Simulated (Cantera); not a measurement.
A closed system holds: 1 mol HgO, 1.4 mol O₂, 0.96 mol H₂, at 0.0330 bar.

Equilibrium computed with Cantera from the NASA thermochemical tables; the gas is ideal and each condensed phase is pure. Candidate condensed phases: H₂O, Hg, HgO; 10 gas species. Equilibrium is a limit: real reactors are often held back by kinetics, nucleation or transport.

Problem. Which condensed phases are stable at each of these points (T (K)): 573, 723, 873, 1023, 1173, 1323, 1473?

Solution. 
| T (K) | condensed phases | Hg condensed (%) |
|---|---|---|
| 573 | HgO(s) | 54.9 |
| 723 | gas only | 0.0 |
| 873 | gas only | 0.0 |
| 1023 | gas only | 0.0 |
| 1173 | gas only | 0.0 |
| 1323 | gas only | 0.0 |
| 1473 | gas only | 0.0 |

At 573 K the condensed part is HgO(s). From 723 K to 1473 K nothing is condensed.
